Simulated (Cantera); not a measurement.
A Cantera script and what it prints.

```python
import numpy as np
import cantera as ct

gas_names = """
    B BCL BCL2 BCL3 BH BH2 BH3 B2 CL CL2 H HCL H2
""".split()
cond_names = """
    B(b) B(L)
""".split()


# ... load() reads the species with a 1 bar reference pressure and builds the phases ...
atoms = {
    'BCl3': {'B': 1, 'CL': 3},
    'H2': {'H': 2},
}
top_T = {}  # K; cautious upper limits of use, not melting points


# ... equilibrate(T, P, feed) seeds the gas with the atoms and calls Mixture.equilibrate('TP', solver="vcs", rtol=1e-11, max_steps=5000) ...
results = []
feed = {'BCl3': 1, 'H2': 35}  # mol
T = 773.15  # K
P = 133.322  # Pa
mix = equilibrate(T, P, feed)
results.append((T, P, feed, dict(zip(mix.species_names, mix.species_moles))))
print(gas.report(threshold=0.001))
for i in range(1, mix.n_phases):
    print(f"{mix.phase(i).name:16s} {mix.phase_moles(i):12.5e} mol")
```

Result:

```
       temperature   773.15 K
          pressure   133.32 Pa
           density   0.00010579 kg/m^3
  mean mol. weight   5.1006 kg/kmol
   phase of matter   gas

                          1 kg             1 kmol
                     ---------------   ---------------
          enthalpy        8.2791e+05        4.2229e+06  J
   internal energy       -4.3239e+05       -2.2055e+06  J
           entropy             43253        2.2062e+05  J/K
    Gibbs function       -3.2613e+07       -1.6635e+08  J
 heat capacity c_p              5975             30476  J/K
 heat capacity c_v            4344.9             22162  J/K

                      mass frac. Y      mole frac. X     chem. pot. / RT
                     ---------------   ---------------   ---------------
              BCL3           0.44049          0.019177           -110.96
               HCL            0.1819          0.025449           -48.321
                H2           0.37761           0.95537           -23.572
     [  +10 minor]        1.9308e-08        1.3803e-09

B(b)              3.06689e-01 mol
```

Cantera equilibrium calculation (NASA polynomials, part measured and part estimated; ideal gas, pure solids and liquids). Gases not in the tables: BHCl2.
